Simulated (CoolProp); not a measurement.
Vapour-liquid equilibrium of acetone (1) + benzene (2) at 0.0618 MPa; x and y are mole fractions of (1).

Values from CoolProp's multi-fluid Helmholtz-energy mixture model, Lemmon 2006 and Thol 2012; pair parameters Bell 2016.

Problem. Give the bubble temperature and the first vapour's composition at x = 0.125, 0.575, 0.875. Is there an azeotrope?

Solution. x = 0.125: 331.7 K, y = 0.289; x = 0.575: 320.7 K, y = 0.736; x = 0.875: 316.8 K, y = 0.923. No azeotrope shows between x = 0.05 and 0.95.

The pair parameters rest on a limited set of measurements; away from them the model extrapolates.
